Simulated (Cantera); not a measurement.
Cantera run, input and output.

```python
import numpy as np
import cantera as ct

gas = ct.Solution("gri30.yaml")


def delay(T, t_max=10):
    gas.TPX = T, 1600000, {'CO': 1, 'H2': 0.088, 'CH4': 0.74, 'O2': 3.43, 'N2': 12.9, 'CO2': 2.3}
    reactor = ct.IdealGasReactor(gas, clone=False)
    net = ct.ReactorNet([reactor])
    net.rtol, net.atol = 1e-8, 1e-16
    while net.time < t_max:
        t_old, T_old = net.time, reactor.T
        net.step()
        if reactor.T > T + 400:  # ignition: a rise of 400 K
            return t_old + (T + 400 - T_old) / (reactor.T - T_old) * (net.time - t_old)
    return np.nan


taus = []
for T in [1323, 1373, 1423, 1473, 1523, 1573]:
    taus.append(delay(T))
    print(f"T0 = {T:6g} K   tau = {taus[-1]:.4e} s")
```

Output:

```
T0 =   1323 K   tau = 3.2530e-04 s
T0 =   1373 K   tau = 2.0291e-04 s
T0 =   1423 K   tau = 1.3002e-04 s
T0 =   1473 K   tau = 8.5296e-05 s
T0 =   1523 K   tau = 5.7181e-05 s
T0 =   1573 K   tau = 3.9123e-05 s
```

Model: GRI-Mech 3.0 (53 species, 325 reactions), integrated in Cantera. The pressure lies above the range GRI-Mech 3.0 was tuned for (to about 10 atm).
